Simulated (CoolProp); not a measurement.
Saturation properties of nitrous oxide.

Computed with CoolProp (reference Helmholtz-energy equation of state, Lemmon 2006). It is a short technical equation, of lower accuracy than the large ones.

```csv
T (°C),p (kPa),vapour density (kg/m³),enthalpy of vaporisation (kJ/kg),liquid cp (kJ/(kg K)),surface tension (mN/m)
-38.55,987.9,25.61,308.7,1.852,12.8
-35.25,1107,28.64,303.5,1.870,12.2
-31.85,1240,32.06,297.8,1.891,11.5
-28.55,1380,35.69,292.2,1.914,10.8
-25.15,1536,39.78,286.1,1.940,10.1
-21.75,1705,44.26,279.8,1.969,9.46
-18.45,1882,49.01,273.5,2.000,8.82
-15.05,2077,54.37,266.7,2.036,8.16
-11.75,2280,60.06,259.9,2.076,7.54
-8.35,2504,66.48,252.5,2.123,6.90
-5.05,2736,73.33,245.0,2.175,6.29
-1.65,2992,81.11,236.8,2.238,5.68
```

It boils at -88.5 °C under 1 atm.

Surface tension comes from a separate correlation (Mulero 2012).
